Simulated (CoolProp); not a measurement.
Sulfur dioxide along the isotherm 352.1 K: Z from the reference equation and from simpler models built on Tc = 430.6 K, pc = 7887 kPa, ω = 0.256; each cubic takes its own stable root.

Model: reference Helmholtz-energy equation of state, Gao 2016, in CoolProp.

| p (kPa) | phase | reference | Redlich-Kwong | Soave-Redlich-Kwong | Peng-Robinson |
|---|---|---|---|---|---|
| 111 | gas | 0.9900 | 0.9915 | 0.9909 | 0.9902 |
| 162 | gas | 0.9854 | 0.9875 | 0.9866 | 0.9857 |
| 238 | gas | 0.9784 | 0.9816 | 0.9802 | 0.9788 |
| 350 | gas | 0.9679 | 0.9727 | 0.9707 | (withheld) |
| 514 | gas | 0.9522 | 0.9596 | (withheld) | 0.9535 |
| 754 | gas | 0.9283 | 0.9397 | 0.9350 | (withheld) |
| 1110 | gas | 0.8906 | 0.9089 | 0.9015 | 0.8952 |
| 1620 | gas | (withheld) | 0.8614 | 0.8493 | 0.8401 |
| 2380 | liquid | 0.04342 | 0.05208 | 0.04943 | 0.04356 |
| 3500 | liquid | 0.06358 | 0.07589 | 0.07223 | 0.06370 |
| 5140 | liquid | 0.09282 | 0.1101 | 0.1052 | 0.09282 |
| 7540 | liquid | 0.1351 | 0.1590 | 0.1525 | 0.1347 |
| 11100 | liquid | 0.1967 | 0.2294 | 0.2210 | 0.1956 |
| 16200 | liquid | 0.2832 | 0.3268 | 0.3165 | 0.2806 |
| 23800 | liquid | 0.4089 | 0.4664 | 0.4541 | 0.4034 |
| 35000 | liquid | 0.5886 | 0.6637 | 0.6494 | 0.5782 |

Some entries are withheld; supply them.


- 350, Peng-Robinson: 0.9687
- 514, Soave-Redlich-Kwong: 0.9565
- 754, Peng-Robinson: 0.9307
- 1620, reference: 0.8302
